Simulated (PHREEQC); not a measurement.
Make-up at 5 °C: 0.29 mmol/kgw H2SO4. Closed to the air; pH follows from the charge balance.

The numbers come from PHREEQC with the ion-association model, wateq4f.dat.

```json
{
  "pH": "3.26",
  "ionic_strength": "0.000852 mol/kgw",
  "total_alkalinity": "-0.580 meq/kg"
}
```

```tsv
species	molality	activity	log γ
H+	0.000571	0.000554	-0.013
SO4-2	0.000281	0.000247	-0.055
HSO4-	9.24e-6	8.95e-6	-0.014
```

No solid was allowed to form. Complexes and solids missing from the database can't appear. Away from 25 °C the constants follow the database's enthalpies or fits; those with neither stay at their 25 °C values.
